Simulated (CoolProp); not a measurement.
Saturation properties of hexamethyldisiloxane (MM) (Tc = 245.6 °C, pc = 1.931 MPa, ω = 0.418).

Values from CoolProp's reference Helmholtz-energy equation of state, Thol 2016.

| T (°C) | p (MPa) | vapour density (kg/m³) | enthalpy of vaporisation (kJ/kg) | liquid cp (kJ/(kg K)) |
|---|---|---|---|---|
| 45.25 | 0.01437 | 0.8953 | 219.7 | 1.954 |
| 59.25 | 0.02543 | 1.531 | 213.1 | 1.993 |
| 73.35 | 0.04270 | 2.492 | [?] | 2.034 |
| 87.45 | 0.06821 | 3.881 | [?] | 2.076 |
| 101.55 | 0.1044 | 5.820 | 192.2 | 2.119 |
| 115.65 | 0.1541 | 8.460 | 184.5 | [?] |
| 129.75 | 0.2202 | 11.99 | [?] | 2.211 |
| 143.85 | 0.3060 | 16.63 | 167.6 | [?] |
| 157.95 | 0.4151 | 22.72 | 158.0 | 2.318 |

Task: Fill in the missing entries.

Result: 
- 73.35, enthalpy of vaporisation (kJ/kg): 206.4
- 87.45, enthalpy of vaporisation (kJ/kg): 199.4
- 115.65, liquid cp (kJ/(kg K)): 2.164
- 129.75, enthalpy of vaporisation (kJ/kg): 176.3
- 143.85, liquid cp (kJ/(kg K)): 2.262

It boils at 100.5 °C under 1 atm.
